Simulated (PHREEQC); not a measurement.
A solution holds 0.0024 mol HF, 0.0096 mol NH4F, 1.12e-07 mol H4SiO4 and 0.0002 mol H2SO4 per kg of water, at 54 °C. Closed to the air; pH follows from the charge balance.

Equilibrium calculation in PHREEQC: ion-association model, wateq4f.dat.

This is a speciation only: nothing precipitates in the calculation.

### Question
What pH does the model give?

### Answer
pH 3.92.

### Question
In which forms is Si present?

### Answer
SiF6-2 93 %, H4SiO4 7.1 % of the Si.

Complexes and solids missing from the database can't appear. Constants without temperature data keep their 25 °C values here. SiF6-2 is the database's only silicon fluoride.
